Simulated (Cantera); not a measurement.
A closed system holds: 1 mol B2O3, 0.18 mol O2, 170 mol H2, at 1802 °C and 210 Pa.

Method: chemical equilibrium by Gibbs-energy minimisation in Cantera with the NASA 1993 tables (ideal gas, pure condensed phases). Candidate condensed phases: B, B2O3, B3O3H3, H2O; 23 gas species. Kinetics and transport are ignored.

Base state: H2 0.928, H 0.0560, H2O 0.00450, HBO 0.00432, BO 0.00353, HBO2 0.00293, B2O3 0.000224, B2O2 4.91e-5 (mole fractions); condensed: gas only.

Q: What changes in the equilibrium state with this change: B2O3 replaced by borazine?

A: 
```
species      before    after
---------  --------  -------
H2            0.928    0.933
H            0.0560   0.0561
N2                0  0.00834
H2O         0.00450  7.05e-8
HBO         0.00432  0.00109
HBO2        0.00293  1.16e-8
B2O3       0.000224    <1e-9
B(s), mol         0     2.48
```
The feed counts by its element totals alone. The tables' values for BH2 are old estimates; treat these amounts as uncertain. Further candidate phases: BN.

Q: What changes in the equilibrium state with this change: O2 from 0.18 to 1.2 mol?

A: 
| species | before | after |
|---|---|---|
| H2 | 0.928 | 0.920 |
| H | 0.0560 | 0.0557 |
| H2O | 0.00450 | 0.0133 |
| HBO2 | 0.00293 | 0.00563 |
| OH | 3.10e-5 | 9.17e-5 |
| B2O2 | 4.91e-5 | 2.07e-5 |
| BO2 | 2.44e-5 | 4.70e-5 |
